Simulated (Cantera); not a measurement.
Input: 1 mol CH3OH, 0.045 mol NH3, 0.67 mol N2, held at 1 atm.

Equilibrium computed with Cantera from the NASA thermochemical tables; the gas is ideal and each condensed phase is pure. Candidate condensed phases: C, C6H6, C7H8, C8H18, H2O; 169 gas species. Ions and electrons are included (thermal ionisation). Kinetics and transport are ignored. All values below are at 4727 °C.

Base state: H 0.688, CO 0.167, N2 0.113, H2 0.0116, N 0.0111, O 0.00458, C 0.00379, CN 0.000930 (mole fractions); condensed: gas only.

Q: What changes in the equilibrium state with this change: CH3OH replaced by C?

A: 
```
species    before     after
-------  --------  --------
N2          0.113     0.370
C         0.00379     0.298
CN       0.000930     0.133
H           0.688    0.0848
CO          0.167         0
C3        6.03e-8    0.0295
C2        9.68e-6    0.0601
H2         0.0116  0.000176
N          0.0111    0.0200
O         0.00458         0
C4          <1e-9  0.000231
OH       0.000144         0
NO       0.000109         0
```

Q: What changes in the equilibrium state with this change: CH3OH replaced by CH4?

A: 
| species | before | after |
|---|---|---|
| H | 0.688 | 0.710 |
| C | 0.00379 | 0.120 |
| N2 | 0.113 | 0.103 |
| CO | 0.167 | 0 |
| CN | 0.000930 | 0.0282 |
| H2 | 0.0116 | 0.0123 |
| N | 0.0111 | 0.0106 |
| O | 0.00458 | 0 |
| OH | 0.000144 | 0 |
| NO | 0.000109 | 0 |
| C3 | 6.03e-8 | 0.00192 |

Q: What changes in the equilibrium state with this change: CH3OH replaced by n-butane?

A: 
| species | before | after |
|---|---|---|
| H | 0.688 | 0.701 |
| C | 0.00379 | 0.186 |
| N2 | 0.113 | 0.0334 |
| CO | 0.167 | 0 |
| C2 | 9.68e-6 | 0.0235 |
| CN | 0.000930 | 0.0249 |
| N | 0.0111 | 0.00602 |
| H2 | 0.0116 | 0.0120 |
| O | 0.00458 | 0 |
| OH | 0.000144 | 0 |
| C3 | 6.03e-8 | 0.00721 |
